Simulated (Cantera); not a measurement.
**Equilibrium for silicon nitride deposition: SiF4 + NH3 + N2**

Charge: 1 mol SiF4, 0.29 mol NH3, 4.3 mol N2, at 10.5 Torr.

Equilibrium computed with Cantera from the NASA thermochemical tables; the gas is ideal and each condensed phase is pure. Candidate condensed phases: Si, Si3N4; 37 gas species. The tables' values for SiF3, SiF2 are old estimates; treat these amounts as uncertain. The numbers say what is thermodynamically allowed, not how fast it happens.

```
T (K)  log p N2  log p SiF4  log p H2  log p HF  log p SiF3  log p SiF2  n Si3N4(s)
-----  --------  ----------  --------  --------  ----------  ----------  ----------
1073      -1.98       -2.62     -2.99     -5.11       -5.98       -9.12    0.000160
1123      -1.98       -2.62     -2.99     -4.97       -5.57       -8.39    0.000180
1173      -1.98       -2.63     -2.99     -4.84       -5.21       -7.72    0.000151
1223      -1.98       -2.63     -2.99     -4.72       -4.87       -7.10           0
1273      -1.98       -2.63     -2.99     -4.53       -4.64       -6.69           0
1323      -1.98       -2.63     -3.00     -4.35       -4.43       -6.32           0
1373      -1.98       -2.64     -3.00     -4.19       -4.25       -6.00           0
1423      -1.98       -2.64     -3.01     -4.03       -4.08       -5.70           0
1473      -1.98       -2.65     -3.02     -3.88       -3.93       -5.43           0
1523      -1.98       -2.66     -3.03     -3.74       -3.79       -5.19           0
1573      -1.98       -2.67     -3.04     -3.61       -3.67       -4.96           0
```
log p: log10 of the partial pressure in bar; n: condensed amount in mol.

From 1073 K to 1173 K the condensed part is Si3N4(s). From 1223 K to 1573 K nothing is condensed. The main Si-bearing gas is SiF4 throughout.
